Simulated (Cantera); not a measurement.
A perfectly stirred reactor is fed with H2 : O2 : N2 = 1 : 0.82 : 3.08 (molar parts), at 2.37 atm; it is adiabatic with a 573 K inlet, and is followed from long to short residence time, starting on the burning branch (τ in s: 0.066, 0.022, 0.0072, 0.0024, 0.0008, 0.00026, 8.8e-05, 2.9e-05, 9.6e-06, 3.2e-06).

Computed with Cantera and GRI-Mech 3.0 (53 species, 325 reactions). The hydrogen kinetics of GRI-Mech 3.0 are dated; newer H2 mechanisms differ, most at raised pressure.

Problem. What does this change do: 0.45 parts H2O added?

Solution. 
```json
[
 {"quantity": "blow-out, bracketed by the residence times tried", "before": "burning at 9.60 µs, out at 3.20 µs", "after": "burning at 9.60 µs, out at 3.20 µs"},
 {"quantity": "x(H2) at τ = 66.0 ms", "before": "0.000343", "after": "0.000215"},
 {"quantity": "x(O2) at τ = 66.0 ms", "before": "0.0717", "after": "0.0655"},
 {"quantity": "x(H2O2) at τ = 66.0 ms", "before": "2.32e-7", "after": "2.08e-7"},
 {"quantity": "x(O) at τ = 66.0 ms", "before": "0.000243", "after": "9.36e-5"},
 {"quantity": "x(NO2) at τ = 66.0 ms", "before": "6.35e-7", "after": "8.75e-8"},
 {"quantity": "x(H2) at τ = 0.260 ms", "before": "0.00532", "after": "0.00525"},
 {"quantity": "x(O2) at τ = 0.260 ms", "before": "0.0712", "after": "0.0657"},
 {"quantity": "x(H2O2) at τ = 0.260 ms", "before": "8.20e-7", "after": "1.28e-6"},
 {"quantity": "x(O) at τ = 0.260 ms", "before": "0.00333", "after": "0.00197"},
 {"quantity": "x(NO2) at τ = 0.260 ms", "before": "3.29e-8", "after": "1.38e-8"}
]
```
